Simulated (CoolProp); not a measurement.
A simple Rankine cycle with fluoroethane (R161): condensing at 289.15 K, boiler at 2.56 MPa, turbine inlet 380.9 K, turbine efficiency 0.85, pump efficiency 0.7, no recuperator. Each further row changes one setting.

Model: reference Helmholtz-energy equation of state, Wu 2012, in CoolProp.

| case | thermal efficiency (%) | net work (kJ/kg) | heat in (kJ/kg) | turbine exit temperature (K) | volume ratio over the turbine |
|---|---|---|---|---|---|
| as stated | 11.5 | 52.0 | 454 | 321.6 | 3.40 |
| turbine inlet 400.9 K | 11.7 | 57.3 | 491 | 343.2 | [?] |
| condensing temperature 281.15 K | [?] | 61.7 | 471 | [?] | 4.25 |
| boiler pressure 1.79 MPa | 8.7 | 41.1 | 471 | 340.5 | 2.38 |
| turbine efficiency 0.75 | 10.0 | 45.5 | 454 | [?] | 3.47 |

Q: Fill in the missing entries.

A: 
- turbine inlet 400.9 K, volume ratio over the turbine: 3.37
- condensing temperature 281.15 K, thermal efficiency (%): 13.1
- condensing temperature 281.15 K, turbine exit temperature (K): 311.7
- turbine efficiency 0.75, turbine exit temperature (K): 326.0
